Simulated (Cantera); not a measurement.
Input: 1 mol C3H8, 0.72 mol NH3, 0.39 mol O2, held at 86.0 mbar.

Equilibrium computed with Cantera from the NASA thermochemical tables; the gas is ideal and each condensed phase is pure. Candidate condensed phases: C, C6H6, C7H8, C8H18, H2O; 136 gas species. Equilibrium is a limit: real reactors are often held back by kinetics, nucleation or transport.

log p: log10 of the partial pressure in bar; n: condensed amount in mol.

```
T (K)  log p H2  log p H  log p CO  log p N2  log p HCN  log p C2H2 (acetylene)  n C(graphite)
-----  --------  -------  --------  --------  ---------  ----------------------  -------------
1648      -1.15    -4.63     -1.97     -2.31      -4.29                   -5.50           2.22
1748      -1.15    -4.22     -1.97     -2.31      -4.06                   -5.10           2.21
1848      -1.15    -3.85     -1.97     -2.31      -3.85                   -4.74           2.21
1948      -1.16    -3.52     -1.97     -2.31      -3.66                   -4.42           2.20
2048      -1.16        …     -1.97     -2.32          …                       …           2.18
2148      -1.16        …     -1.97     -2.33          …                       …           2.16
2248      -1.17    -2.72     -1.97     -2.34      -3.21                   -3.65           2.14
2348      -1.18    -2.50     -1.98     -2.35      -3.09                   -3.44           2.10
2448      -1.19    -2.30     -1.98     -2.37      -2.99                   -3.25           2.05
2548      -1.21    -2.11     -1.99     -2.39      -2.90                   -3.09           1.99
2648      -1.24    -1.95     -2.00     -2.42      -2.83                   -2.95           1.90
```

Task: Complete the blanks.

Result: 
- 2048, log p H: -3.23
- 2048, log p HCN: -3.49
- 2048, log p C2H2 (acetylene): -4.14
- 2148, log p H: -2.96
- 2148, log p HCN: -3.34
- 2148, log p C2H2 (acetylene): -3.88
